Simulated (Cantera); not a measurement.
A closed system holds: 1 mol HgO, a varied amount of H2, equilibrated at 0.120 bar.

Equilibrium computed with Cantera from the NASA thermochemical tables; the gas is ideal and each condensed phase is pure. Candidate condensed phases: H2O, Hg, HgO; 10 gas species. The numbers say what is thermodynamically allowed, not how fast it happens.

Question: What condenses at these points (T in °C, n(H2) in mol): (300, 0.23); (650, 0.82); (500, 0.43); (600, 39); (500, 0.23)?

Answer: 
```tsv
T (°C)	n(H2) in mol	condensed phases	Hg condensed (%)
300	0.23	HgO	76.9
650	0.82	gas only	0.0
500	0.43	gas only	0.0
600	39	gas only	0.0
500	0.23	gas only	0.0
```
